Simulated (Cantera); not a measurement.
Feed: 1 mol SiH2Cl2, 34 mol NH3, 1.3 mol H2, 0.92 mol N2, at 873.15 K and 7.50 Torr.

These are equilibrium values from Cantera (NASA tables, ideal gas, pure condensed phases), not measurements of a reactor. Candidate condensed phases: NH4Cl, Si, Si3N4; 28 gas species. Kinetics and transport are ignored.

Question: What is the equilibrium state?

Answer: 
```json
{
 "x(H2)": "0.731",
 "x(N2)": "0.241",
 "x(HCl)": "0.0279",
 "x(NH3)": "4.65e-6",
 "n(Si3N4(s))": "0.333 mol",
 "gas_amount": "71.55 mol",
 "log10 activity of Si(s) (absent)": "-7.34"
}
```
